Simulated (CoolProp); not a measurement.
A simple Rankine cycle with isobutene: condensing at 308.15 K, boiler at 2.5 MPa, turbine inlet 540.2 K, turbine efficiency 0.6, pump efficiency 0.8, no recuperator. Each further row changes one setting.

Values from CoolProp's reference Helmholtz-energy equation of state, Lemmon 2005. It is a short technical equation, of lower accuracy than the large ones.

```tsv
case	thermal efficiency (%)	net work (kJ/kg)	heat in (kJ/kg)	turbine exit temperature (K)	volume ratio over the turbine
as stated	9.0	73.0	811	498.4	6.10
condensing temperature 300.15 K	9.9	82.4	830	493.9	7.65
boiler pressure 1.75 MPa	7.4	61.0	821	507.8	4.23
turbine efficiency 0.5	7.4	60.0	811	503.9	6.17
```
